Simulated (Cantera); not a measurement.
Cantera run:

```python
import numpy as np
import cantera as ct

gas_names = [...]  # 113 gases of nasa_gas.yaml made of C, Cu, H, O
cond_names = """
    C(gr) C6H6(L) C7H8(L) C8H18(L),n-octa Cu(cr) Cu(L) CuO(s) CuO2H2(s) Cu2O(s) Cu2O(L) H2O(s) H2O(L)
""".split()


# ... load() reads the species with a 1 bar reference pressure and builds the phases ...
atoms = {
    'CuO': {'Cu': 1, 'O': 1},
    'CH4': {'C': 1, 'H': 4},
    'CO': {'C': 1, 'O': 1},
}
top_T = {'C(gr)': 4500, 'CuO(s)': 1390}  # K; cautious upper limits of use, not melting points


# ... equilibrate(T, P, feed) seeds the gas with the atoms and calls Mixture.equilibrate('TP', solver="vcs", rtol=1e-11, max_steps=5000) ...
results = []
feed = {'CuO': 1, 'CH4': 2, 'CO': 0.018}  # mol
P = 1333.22  # Pa
for T in [1375, 1475, 1575, 1675, 1775, 1875, 1975, 2075, 2175, 2275, 2375, 2475, 2575]:
    mix = equilibrate(T, P, feed)
    results.append((T, P, feed, dict(zip(mix.species_names, mix.species_moles))))

top = {s: max(r[3][s] / sum(r[3][g] for g in gas_names) for r in results) for s in gas_names}
cols = sorted((s for s in top if top[s] > 0.0001), key=lambda s: -top[s])[:9]
seen = [c for c in cond_names if any(r[3].get(c, 0) > 1e-12 for r in results)]
print("log10 of partial pressures in bar; condensed amounts in mol")
print(f"{'T/K':>10s}" + "".join(f"{s[:9]:>10s}" for s in cols + seen))
for T, P, feed, n in results:
    ng = sum(n[g] for g in gas_names)
    print(f"{T:10.4g}" + "".join(f"{np.log10(max(n[s] / ng * P / 1e5, 1e-99)):10.3f}" for s in cols)
          + "".join(f"{n.get(c, 0):10.4g}" for c in seen))
```

Output:

```
log10 of partial pressures in bar; condensed amounts in mol
       T/K        H2         H        CO        Cu C2H2,acet       Cu2       C2H        C3     C(gr)     Cu(L)
      1375    -1.974    -6.452    -2.568    -6.085    -7.724    -9.877   -15.295   -20.367    0.9998    0.9997
      1475    -1.974    -5.874    -2.568    -5.271    -7.150    -8.749   -13.843   -18.228    0.9998     0.998
      1575    -1.975    -5.369    -2.569    -4.563    -6.650    -7.771   -12.578   -16.364    0.9998    0.9897
      1675    -1.978    -4.924    -2.572    -3.942    -6.214    -6.914   -11.465   -14.727    0.9995    0.9565
      1775    -1.988    -4.533    -2.582    -3.394    -5.835    -6.159   -10.483   -13.278    0.9988    0.8425
      1875    -2.019    -4.193    -2.612    -2.905    -5.518    -5.488    -9.617   -11.986    0.9974    0.4797
      1975    -2.058    -3.893    -2.649    -2.659    -5.245    -5.270    -8.845   -10.828    0.9948         0
      2075    -2.063    -3.606    -2.651    -2.660    -4.969    -5.522    -8.133    -9.785    0.9902         0
      2175    -2.072    -3.347    -2.654    -2.663    -4.724    -5.755    -7.490    -8.839    0.9826         0
      2275    -2.087    -3.114    -2.659    -2.668    -4.506    -5.973    -6.907    -7.980    0.9707         0
      2375    -2.109    -2.905    -2.668    -2.676    -4.316    -6.180    -6.378    -7.194    0.9535         0
      2475    -2.143    -2.719    -2.679    -2.687    -4.155    -6.379    -5.898    -6.474    0.9294         0
      2575    -2.191    -2.556    -2.695    -2.703    -4.023    -6.573    -5.465    -5.812    0.8969         0
```

These are equilibrium values from Cantera (NASA tables, ideal gas, pure condensed phases), not measurements of a reactor.
